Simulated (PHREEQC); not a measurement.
Consider water at 25 °C with 0.02 mol/kgw ZnSO4, 4.8e-05 mol/kgw ZnCl2 and 0.00027 mol/kgw NaH2PO4. Closed to the air; pH follows from the charge balance.

Model: ion-association model, wateq4f.dat, run in PHREEQC.

No solid was allowed to form.

Predict the pH.

pH 5.35.

In which forms is Na present?

Na+ 97 %, NaSO4- 2.6 % of the Na.

Examples of supersaturated solids here: Zn3(PO4)2:4w. Others may be too. Species that the database lacks are ignored. H3PO4, which wateq4f.dat lacks, is added to it with the constant of phreeqc.dat. The database has no phosphate complexes of Zn.
